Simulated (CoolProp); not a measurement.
Vapour-liquid equilibrium of CH2F2 (R32) (1) + R123 (2) at 0.0486 MPa; x and y are mole fractions of (1).

Model: multi-fluid Helmholtz-energy mixture model, Tillner-Roth 1997 and Younglove 1994; pair parameters Bell 2016, in CoolProp.

| x | bubble temperature (K) | y at the bubble point | dew temperature at overall composition x (K) | liquid density (mol/L) |
|---|---|---|---|---|
| 0.05 | 257.0 | 0.705 | 281.0 | 10.53 |
| 0.15 | 234.2 | 0.930 | 278.5 | 11.56 |
| 0.25 | 224.6 | 0.967 | 275.7 | 12.50 |
| 0.35 | 219.5 | 0.980 | 272.6 | 13.46 |
| 0.45 | 216.5 | 0.985 | 269.1 | 14.51 |
| 0.55 | 214.5 | 0.989 | 265.0 | 15.69 |
| 0.65 | 213.0 | 0.991 | 260.2 | 17.04 |
| 0.75 | 211.7 | 0.993 | 254.0 | 18.61 |
| 0.85 | 210.3 | 0.996 | 245.5 | 20.47 |
| 0.95 | 208.9 | 0.998 | 229.7 | 22.71 |

No azeotrope shows between x = 0.05 and 0.95.

Pair parameters are fitted to limited data, so mixtures are less certain than the pure fluids.
